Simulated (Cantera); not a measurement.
Stirred combustor or abatement burner

A perfectly stirred reactor is fed with CO : H₂ : O₂ : N₂ = 1 : 0.032 : 0.397 : 1.49 (molar parts), equivalence ratio 1.3, at 5.00 bar; it is adiabatic with a 723 K inlet, and is followed from long to short residence time, starting on the burning branch (τ in s: 0.027, 0.013, 0.0066, 0.0033, 0.0016, 0.00081, 0.0004, 0.0002, 9.9e-05, 4.9e-05, 2.4e-05, 1.2e-05, 6e-06).

Detailed kinetics in Cantera: GRI-Mech 3.0 (53 species, 325 reactions). The hydrogen kinetics of GRI-Mech 3.0 are dated; newer H2 mechanisms differ, most at raised pressure.

```tsv
τ (s)	T (K)	x CO	x H₂	x O₂	x CO₂	x H₂O	x NO	x HO₂
0.027	2647	0.116	0.000664	0.00816	0.276	0.0104	0.00467	8.88e-7
0.013	2638	0.117	0.000671	0.00880	0.274	0.0104	0.00450	9.44e-7
0.0066	2622	0.119	0.000684	0.00992	0.272	0.0103	0.00421	1.05e-6
0.0033	2594	0.122	0.000707	0.0119	0.267	0.0100	0.00370	1.25e-6
0.0016	2543	0.129	0.000749	0.0154	0.259	0.00965	0.00290	1.67e-6
0.00081	2470	0.138	0.000808	0.0199	0.248	0.00913	0.00194	2.52e-6
0.00040	2370	0.149	0.000885	0.0256	0.233	0.00845	0.00104	4.31e-6
0.00020	2251	0.162	0.000964	0.0315	0.217	0.00769	0.000496	7.60e-6
9.9e-5	2114	0.176	0.00103	0.0377	0.199	0.00687	0.000250	1.32e-5
4.9e-5	1954	0.192	0.00105	0.0451	0.179	0.00616	0.000143	2.23e-5
2.4e-5	1733	0.219	0.00109	0.0596	0.145	0.00624	6.06e-5	4.21e-5
1.2e-5	723	0.343	0.0110	0.136	<1e-12	<1e-12	<1e-12	<1e-12
6.0e-6	723	0.343	0.0110	0.136	<1e-12	<1e-12	<1e-12	<1e-12
```
x: mole fraction; the columns are a selection and need not sum to one.
